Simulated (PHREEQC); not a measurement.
**Buffer: speciation**

Consider water at 20 °C with 33 mmol/kgw NaHSO4 and 0.54 mmol/kgw Na2B4O7. Closed to the air; pH follows from the charge balance.

The numbers come from PHREEQC with the ion-association model, wateq4f.dat.

Each row changes one thing in this solution. This is a speciation only: nothing precipitates in the calculation.

```
case                                        pH  ionic strength (mol/kgw)  Na+ (mol/kgw)  SO4-2 (mol/kgw)  HSO4- (mol/kgw)  NaSO4- (mol/kgw)  SI of Mirabilite (Na2SO4:10H2O)
----------------------------------------  ----  ------------------------  -------------  ---------------  ---------------  ----------------  -------------------------------
as made                                   1.80                    0.0700         0.0328           0.0185           0.0133           0.00123                            -3.92
NaHSO4 from 0.033 to 0.0165 mol/kgw       2.05                    0.0384         0.0171           0.0109          0.00510          0.000452                            -4.60
diluted 2-fold with water                 2.03                    0.0382         0.0166           0.0108          0.00524          0.000434                            -4.63
Na2B4O7 from 0.00054 to 0.000108 mol/kgw  1.79                    0.0695         0.0320           0.0182           0.0136           0.00119                            -3.95
Na2B4O7 from 0.00054 to 0.000486 mol/kgw  1.80                    0.0699         0.0328           0.0185           0.0133           0.00122                            -3.92
```
